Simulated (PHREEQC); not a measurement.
Make-up at 20 °C: 0.064 mol/kgw HF, 0.11 mol/kgw H2SiF6, 0.00047 mol/kgw H3AsO4 and 0.0057 mol/kgw HNO3. Closed to the air; pH follows from the charge balance.

Computed with PHREEQC (ion-association model, wateq4f.dat).

Each row changes one thing in this solution. No solid was allowed to form.

```csv
case,pH,ionic strength (mol/kgw),HF (mol/kgw),H2F2 (mol/kgw),F- (mol/kgw),HF2- (mol/kgw),SI of Quartz (SiO2)
as made,0.75,0.336,0.0480,0.00776,0.000322,6.15e-5,-2.87
diluted 2-fold with water,1.04,0.168,0.0269,0.00235,0.000310,3.19e-5,-2.03
0.0012 mol/kgw KNO3 added,0.75,0.337,0.0480,0.00776,0.000322,6.15e-5,-2.87
HNO3 left out,0.77,0.330,0.0480,0.00775,(withheld),6.27e-5,-2.88
H3AsO4 replaced by Na2HAsO4 at the same molality,0.76,0.336,0.0480,0.00776,0.000323,6.17e-5,-2.87
H2SiF6 from 0.11 to 0.099 mol/kgw,0.80,0.303,(withheld),0.00772,0.000348,6.61e-5,-2.97
H3AsO4 left out,0.75,0.336,0.0480,0.00776,0.000322,6.15e-5,-2.87
0.031 mol/kgw H3PO4 added,0.75,0.338,0.0480,0.00777,0.000320,6.11e-5,-2.86
0.0035 mol/kgw H3BO3 added,0.75,0.340,0.0393,0.00520,0.000260,4.07e-5,-2.34
```

Q: What belongs in the gaps?

A: 
- HNO3 left out, F- (mol/kgw): 0.000329
- H2SiF6 from 0.11 to 0.099 mol/kgw, HF (mol/kgw): 0.0481

SiF6-2 is the database's only silicon fluoride.
